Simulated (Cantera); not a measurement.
A closed system holds: 1 mol Cu₂O, 0.5 mol CO, 0.39 mol H₂, 0.3 mol CH₄, held at 0.780 bar.

Equilibrium computed with Cantera from the NASA thermochemical tables; the gas is ideal and each condensed phase is pure. Candidate condensed phases: C, C₆H₆, C₇H₈, C₈H₁₈, Cu, CuO, Cu(OH)₂, Cu₂O, H₂O; 113 gas species. Equilibrium is a limit: real reactors are often held back by kinetics, nucleation or transport.

### Question
At 902 °C, list the 5 most abundant gas species with their mole fractions, and the condensed phases.

### Answer
H₂ 0.322, CO 0.287, H₂O 0.231, CO₂ 0.160, CH₄ 1.68e-5. Condensed: Cu(s).
